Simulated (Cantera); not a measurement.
Input: 1 mol Al(CH3)3, 9.5 mol O2, 21 mol H2, held at 1598.15 K and 1200 Pa.

Cantera equilibrium calculation (NASA polynomials, part measured and part estimated; ideal gas, pure solids and liquids). Candidate condensed phases: Al, Al2O3, C, C6H6, C7H8, C8H18, H2O; 121 gas species. The feed counts by its element totals alone. Rates play no part.

Question: What is the equilibrium state?

Answer: 
```
Quantity                                    Value
--------------------------------------  ---------
x(H2O)                                      0.479
x(H2)                                       0.415
x(CO)                                      0.0760
x(CO2)                                     0.0293
x(H)                                     0.000314
x(OH)                                     1.41e-5
n(Al2O3(s))                             0.500 mol
gas amount                              28.50 mol
log10 activity of C(graphite) (absent)      -6.16
log10 activity of Al(l) (absent)           -11.34
```
